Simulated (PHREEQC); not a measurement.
Make-up at 25 °C: 0.0012 mol NaHSO4 per kg of water. Closed to the air; pH follows from the charge balance.

Computed with PHREEQC (ion-association model, phreeqc.dat).

```json
[
 {"quantity": "pH", "before": "2.98", "after": "7.01"},
 {"quantity": "ionic strength (mol/kgw)", "before": "0.00340", "after": "0.00357"},
 {"quantity": "SO4-2 (mol/kgw)", "before": "0.00110", "after": "0.00119"},
 {"quantity": "HSO4- (mol/kgw)", "before": "9.28e-5", "after": "9.20e-9"}
]
```

### Question
What was changed between the two runs?
A. diluted 10-fold with water
B. NaHSO4 replaced by FeSO4 at the same molality
C. NaHSO4 replaced by K2SO4 at the same molality
D. 3.4e-05 mol/kgw KOH added
E. NaHSO4 replaced by KHSO4 at the same molality

### Answer
C, NaHSO4 replaced by K2SO4 at the same molality

No solid was allowed to form.
